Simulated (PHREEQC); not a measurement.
Make-up at 25 °C: 0.53 mol Na2SO4, 0.043 mol Na2B4O7 and 0.33 mol KBr per kg of water. Closed to the air; pH follows from the charge balance.

Computed with PHREEQC (Pitzer model, pitzer.dat).

```
quantity                            before     after
---------------------------------  -------  --------
pH                                    9.02      9.05
B(OH)4- (mol/kgw)                   0.0587    0.0168
B(OH)3 (mol/kgw)                    0.0505    0.0166
B4O5(OH)4-2 (mol/kgw)              0.00947   4.84e-5
B3O3(OH)4- (mol/kgw)               0.00829  0.000271
HSO4- (mol/kgw)                    4.88e-9   2.30e-9
SI of Borax (Na2(B4O5(OH)4):8H2O)    -0.62     -3.27
SI of Mirabilite (Na2SO4:10H2O)      -0.93     -2.20
```

Question: Which change was made?
A. diluted 5-fold with water
B. Na2SO4 from 0.53 to 0.477 mol/kgw
C. Na2SO4 from 0.53 to 1.06 mol/kgw
D. Na2B4O7 from 0.043 to 0.086 mol/kgw

Answer: A, diluted 5-fold with water

Precipitation was switched off in this run. In brines, pH and single-ion activities rest on the MacInnes convention.
